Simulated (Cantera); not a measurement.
A closed system holds: 1 mol C₂H₆, a varied amount of CO₂, at 1302 °C and 49.0 mbar.

Equilibrium computed with Cantera from the NASA thermochemical tables; the gas is ideal and each condensed phase is pure. Candidate condensed phases: C, C₆H₆, C₇H₈, C₈H₁₈, H₂O; 110 gas species. Equilibrium is a limit: real reactors are often held back by kinetics, nucleation or transport.

**Question.** Which condensed phases are stable at each of these points (n(CO₂) (mol)): 0.12, 0.52, 0.92, 1.3, 1.7, 2.1, 2.5, 2.9, 3.3?

**Answer.** 
| n(CO₂) (mol) | condensed phases | C condensed (%) |
|---|---|---|
| 0.12 | C(graphite) | 88.7 |
| 0.52 | C(graphite) | 58.7 |
| 0.92 | C(graphite) | 37.0 |
| 1.3 | C(graphite) | 21.2 |
| 1.7 | C(graphite) | 8.1 |
| 2.1 | gas only | 0.0 |
| 2.5 | gas only | 0.0 |
| 2.9 | gas only | 0.0 |
| 3.3 | gas only | 0.0 |

From 0.12 mol CO₂ to 1.7 mol CO₂ the condensed part is C(graphite). From 2.1 mol CO₂ to 3.3 mol CO₂ nothing is condensed.
